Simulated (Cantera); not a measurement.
# Equilibrium for silicon carbide growth: CH3SiCl3 + C3H8 + H2

Charge: 1 mol CH3SiCl3, 0.046 mol C3H8, 6.7 mol H2, at 13300 Pa.

Cantera equilibrium calculation (NASA polynomials, part measured and part estimated; ideal gas, pure solids and liquids). Candidate condensed phases: C, C6H6, C7H8, C8H18, Si, SiC; 109 gas species. The feed counts by its element totals alone. The tables' values for SiCl3, SiCl are old estimates; treat these amounts as uncertain. Gases not in the tables: Si2H6 and higher silanes. The numbers say what is thermodynamically allowed, not how fast it happens.

From 1225 K to 2225 K the condensed part is C(graphite) + SiC(s). The main Si-bearing gas is SiCl4 at 1225 K and SiCl2 at 2225 K. The share of Si in condensed phases is highest at 1525 K (95.1 %) and lowest at 2225 K (78.5 %).

```csv
T (K),x H2,x HCl,x SiCl2,x SiCl4,x H,x Cl,x C2H2 (acetylene),x SiHCl3,n C(graphite),n SiC(s)
1225,0.740,0.241,0.000374,0.0151,7.34e-7,2.06e-7,1.20e-7,0.00145,0.302,0.827
1325,0.716,0.275,0.000970,0.00595,3.79e-6,1.22e-6,6.09e-7,0.000795,0.219,0.914
1425,0.706,0.288,0.00190,0.00202,1.57e-5,5.25e-6,2.49e-6,0.000387,0.188,0.948
1525,0.703,0.292,0.00318,0.000688,5.43e-5,1.81e-5,8.50e-6,0.000188,0.185,0.951
1625,0.703,0.291,0.00481,0.000253,0.000162,5.27e-5,2.50e-5,9.53e-5,0.195,0.942
1725,0.704,0.287,0.00681,0.000101,0.000427,0.000135,6.49e-5,5.13e-5,0.211,0.925
1825,0.706,0.283,0.00914,4.37e-5,0.00101,0.000310,0.000152,2.91e-5,0.231,0.904
1925,0.707,0.278,0.0117,2.02e-5,0.00220,0.000650,0.000324,1.72e-5,0.252,0.879
2025,0.707,0.271,0.0145,9.89e-6,0.00443,0.00126,0.000640,1.06e-5,0.274,0.851
2125,0.706,0.264,0.0174,5.06e-6,0.00836,0.00229,0.00118,6.68e-6,0.293,0.821
2225,0.703,0.255,0.0202,2.69e-6,0.0149,0.00392,0.00206,4.31e-6,0.310,0.785
```
x: gas mole fraction; n: condensed amount in mol.
